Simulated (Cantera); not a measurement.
Cantera run:

```python
import numpy as np
import cantera as ct

gas_names = [...]  # 135 gases of nasa_gas.yaml made of C, Cl, F, H
cond_names = """
    C(gr) C6H6(L) C7H8(L) C8H18(L),n-octa
""".split()


# ... load() reads the species with a 1 bar reference pressure and builds the phases ...
atoms = {
    'CH3Cl': {'C': 1, 'H': 3, 'CL': 1},
    'F2': {'F': 2},
}
top_T = {'C(gr)': 4500}  # K; cautious upper limits of use, not melting points


# ... equilibrate(T, P, feed) seeds the gas with the atoms and calls Mixture.equilibrate('TP', solver="vcs", rtol=1e-11, max_steps=5000) ...
results = []
feed = {'CH3Cl': 1, 'F2': 0.055}  # mol
P = 10000  # Pa
for T in [3000, 3500, 4000, 4500, 5000]:
    mix = equilibrate(T, P, feed)
    results.append((T, P, feed, dict(zip(mix.species_names, mix.species_moles))))

top = {s: max(r[3][s] / sum(r[3][g] for g in gas_names) for r in results) for s in gas_names}
cols = sorted((s for s in top if top[s] > 0.001), key=lambda s: -top[s])[:5]
seen = [c for c in cond_names if any(r[3].get(c, 0) > 1e-12 for r in results)]
print("log10 of partial pressures in bar; condensed amounts in mol")
print(f"{'T/K':>10s}" + "".join(f"{s[:9]:>10s}" for s in cols + seen))
for T, P, feed, n in results:
    ng = sum(n[g] for g in gas_names)
    print(f"{T:10.4g}" + "".join(f"{np.log10(max(n[s] / ng * P / 1e5, 1e-99)):10.3f}" for s in cols)
          + "".join(f"{n.get(c, 0):10.4g}" for c in seen))
```

Result:

```
log10 of partial pressures in bar; condensed amounts in mol
       T/K         H        H2       HCL        CL         C     C(gr)
      3000    -1.575    -1.547    -1.632    -1.827    -4.295    0.8573
      3500    -1.280    -2.102    -2.318    -1.673    -2.761         0
      4000    -1.220    -2.845    -3.116    -1.677    -2.047         0
      4500    -1.229    -3.536    -3.817    -1.702    -1.764         0
      5000    -1.231    -4.079    -4.360    -1.707    -1.719         0
```

Method: chemical equilibrium by Gibbs-energy minimisation in Cantera with the NASA 1993 tables (ideal gas, pure condensed phases). The tables' values for CCl are old estimates; treat these amounts as uncertain.
